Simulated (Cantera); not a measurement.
An isothermal, constant-pressure homogeneous reactor starts with 25.0 % NO, 75.0 % N₂, at 1950 K and 0.0326 atm.

Cantera simulation using GRI-Mech 3.0 (53 species, 325 reactions); the numbers are that mechanism's predictions, not measurements. Radical loss at walls, strong at low pressure, is not modelled.

One state of this run: x NO = 0.228; x O = 0.000319; x O₂ = 0.0105; x N₂O = 2.02e-5; x N₂ = 0.761; x NO₂ = 1.83e-5. x: mole fraction; the columns are a selection and need not sum to one.

Task: Which value of t (s) does it belong to?
A. 3.51e-5
B. 0.000433
C. 2.85
D. 0.0187

Result: C, 2.85
